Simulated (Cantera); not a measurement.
SiHCl3 + NH3 + H2 (silicon nitride deposition)

Feed: 1 mol SiHCl3, 0.75 mol NH3, 12 mol H2, held at 1800 K.

Method: chemical equilibrium by Gibbs-energy minimisation in Cantera with the NASA 1993 tables (ideal gas, pure condensed phases). Candidate condensed phases: NH4Cl, Si, Si3N4; 28 gas species. The tables' values for SiCl, SiCl3, SiN are old estimates; treat these amounts as uncertain. Gases not in the tables: Si2H6 and higher silanes. Equilibrium is a limit: real reactors are often held back by kinetics, nucleation or transport.

```
P (Pa)   x H2  x HCl       x H  x SiCl2      x Si     x N2      x Cl  n Si(l)  n Si3N4(s)
------  -----  -----  --------  -------  --------  -------  --------  -------  ----------
5       0.748  0.119    0.0438   0.0278    0.0301   0.0228   0.00534        0           0
15      0.783  0.103    0.0259   0.0393    0.0198   0.0233   0.00260        0           0
45      0.805  0.104    0.0151   0.0416   0.00706   0.0238   0.00150    0.204           0
140     0.815  0.106   0.00864   0.0423   0.00227   0.0240  0.000856    0.287           0
410     0.820  0.106   0.00506   0.0425  0.000775   0.0241  0.000502    0.314           0
1200    0.823  0.106   0.00296   0.0426  0.000265   0.0241  0.000294    0.324           0
3700    0.824  0.106   0.00169   0.0425   8.58e-5   0.0242  0.000167    0.328           0
11000   0.825  0.106  0.000981   0.0422   2.89e-5   0.0242   9.65e-5    0.329           0
33000   0.826  0.105  0.000567   0.0416   9.62e-6   0.0242   5.53e-5    0.329           0
100000  0.840  0.107  0.000328   0.0399   2.99e-6  0.00964   3.21e-5        0       0.114
```
x: gas mole fraction; n: condensed amount in mol.

From 5.00 Pa to 15.0 Pa nothing is condensed. From 45.0 Pa to 0.330 bar the condensed part is Si(l). At 1.00 bar the condensed part is Si3N4(s). The main Si-bearing gas is Si at 5.00 Pa and SiCl2 at 1.00 bar.
